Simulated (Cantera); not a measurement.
## Adiabatic ignition

An adiabatic, constant-pressure homogeneous reactor starts with C3H8 : O2 : N2 = 1 : 6.85 : 25.8 (molar parts), equivalence ratio 0.73, at 1200 K and 1130 Torr.

Cantera simulation using GRI-Mech 3.0 (53 species, 325 reactions); the numbers are that mechanism's predictions, not measurements. GRI-Mech 3.0 was tuned for natural gas; its chemistry of propane as a main component is partial and can be far from experiment.

| t (s) | T (K) | x C3H8 | x O2 | x HO2 | x CO2 | x N2O | x CH3 |
|---|---|---|---|---|---|---|---|
| 3.00e-6 | 1200 | 0.0297 | 0.204 | 2.27e-7 | <1e-12 | <1e-12 | 5.31e-7 |
| 8.50e-6 | 1200 | 0.0297 | 0.204 | 9.48e-7 | 2.39e-12 | <1e-12 | 1.63e-6 |
| 2.41e-5 | 1200 | 0.0297 | 0.204 | 3.00e-6 | 4.07e-11 | <1e-12 | 4.86e-6 |
| 6.82e-5 | 1200 | 0.0297 | 0.204 | 7.57e-6 | 1.17e-9 | 3.79e-12 | 1.49e-5 |
| 0.000193 | 1200 | 0.0296 | 0.203 | 9.02e-6 | 3.69e-8 | 2.01e-11 | 4.18e-5 |
| 0.000548 | 1200 | 0.0293 | 0.203 | 7.92e-6 | 2.65e-7 | 6.08e-11 | 4.99e-5 |
| 0.00155 | 1201 | 0.0282 | 0.203 | 1.09e-5 | 1.14e-6 | 1.99e-10 | 5.31e-5 |
| 0.00440 | 1216 | 0.0214 | 0.197 | 5.26e-5 | 1.92e-5 | 1.24e-9 | 0.000104 |
| 0.0125 | 2520 | <1e-12 | 0.0524 | 6.04e-6 | 0.0746 | 6.89e-7 | <1e-12 |
| 0.0353 | 2513 | <1e-12 | 0.0503 | 5.78e-6 | 0.0748 | 7.26e-7 | <1e-12 |
| 0.100 | 2513 | <1e-12 | 0.0502 | 5.77e-6 | 0.0748 | 7.28e-7 | <1e-12 |
x: mole fraction; the columns are a selection and need not sum to one.

- time of steepest temperature rise = 4.99 ms
- temperature at 0.100 s = 2513 K
- equilibrium temperature = 2513 K
- x(C3H8) at 0.100 s = <1e-12 (gas-phase equilibrium <1e-12)
- x(O2) at 0.100 s = 0.0502 (gas-phase equilibrium 0.0502)
- x(HO2) at 0.100 s = 5.77e-6 (gas-phase equilibrium 5.77e-6)
